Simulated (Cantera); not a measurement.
Mixture: CH4 : C2H6 : C3H8 : O2 : N2 = 1 : 0.042 : 1.2 : 18.5 : 69.6 (molar parts), at 5.00 bar, adiabatic and at constant pressure. Ignition delay is the time to a rise of 400 K.

Detailed kinetics in Cantera: GRI-Mech 3.0 (53 species, 325 reactions). GRI-Mech 3.0 was tuned for natural gas; its chemistry of propane as a main component is partial and can be far from experiment.

Q: What does this change do: O2 18.5 to 6.2 parts?

A: 
```csv
quantity,before,after
delay at 1123 K,9.50 ms,26.1 ms
delay at 1323 K,0.304 ms,0.740 ms
delay at 1523 K,27.1 µs,64.3 µs
delay at 1723 K,6.49 µs,14.6 µs
apparent activation energy between 1623 and 1823 K,130 kJ/mol,140 kJ/mol
```

Q: What does this change do: 3.5 parts H2 added?

A: 
```json
[
 {"quantity": "delay at 1123 K", "before": "9.50 ms", "after": "0.887 ms"},
 {"quantity": "delay at 1323 K", "before": "0.304 ms", "after": "85.6 µs"},
 {"quantity": "delay at 1523 K", "before": "27.1 µs", "after": "14.4 µs"},
 {"quantity": "delay at 1723 K", "before": "6.49 µs", "after": "4.22 µs"},
 {"quantity": "apparent activation energy between 1623 and 1823 K", "before": "130 kJ/mol", "after": "120 kJ/mol"}
]
```
